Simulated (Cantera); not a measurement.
A closed system holds: 1 mol Zr, 0.029 mol H₂O, 34 mol H₂, held at 13.3 mbar.

Equilibrium computed with Cantera from the NASA thermochemical tables; the gas is ideal and each condensed phase is pure. Candidate condensed phases: H₂O, Zr, ZrO₂; 12 gas species. Mutual solubility and eutectic melting of coexisting phases are not modelled. Condensed phases not in the tables: N, O or C dissolved in the metal. Rates play no part.

x: gas mole fraction; n: condensed amount in mol.

```tsv
T (K)	x H₂	x H	x Zr	x ZrO	x H₂O	x ZrO₂	x OH	n Zr(β)	n ZrO₂(monoclinic)	n ZrO₂(tetragonal)	n Zr(l)
1425	1.000	5.91e-5	<1e-12	1.20e-12	9.28e-10	<1e-12	<1e-12	0.986	0.0145	0	0
1575	1.000	0.000360	1.04e-11	1.76e-10	9.73e-9	<1e-12	<1e-12	0.986	0	0.0145	0
1725	0.998	0.00161	5.72e-10	1.07e-8	6.67e-8	[?]	5.92e-12	0.986	0	0.0145	0
1875	0.994	0.00566	1.65e-8	3.31e-7	3.34e-7	[?]	1.48e-10	0.985	0	0.0145	0
2025	0.983	0.0165	2.88e-7	6.12e-6	1.30e-6	[?]	2.29e-9	0.985	0	0.0144	0
2175	0.959	0.0414	3.29e-6	7.40e-5	4.19e-6	[?]	2.43e-8	0	0	0.0131	0.984
2325	0.909	0.0908	2.59e-5	0.000627	1.16e-5	[?]	1.93e-7	0	0	0.00306	0.974
2475	0.822	0.177	0.000158	0.000770	5.07e-6	[?]	2.19e-7	0	0	0	0.965
2625	0.693	0.306	0.000780	0.000718	1.76e-6	[?]	1.85e-7	0	0	0	0.940
2775	0.526	0.470	0.00323	0.000648	5.88e-7	[?]	1.44e-7	0	0	0	0.827
```

Task: Complete the blanks.

Result: 
- 1725, x ZrO₂: 1.45e-12
- 1875, x ZrO₂: 1.11e-10
- 2025, x ZrO₂: 4.42e-9
- 2175, x ZrO₂: 1.05e-7
- 2325, x ZrO₂: 1.64e-6
- 2475, x ZrO₂: 6.54e-7
- 2625, x ZrO₂: 1.77e-7
- 2775, x ZrO₂: 5.10e-8
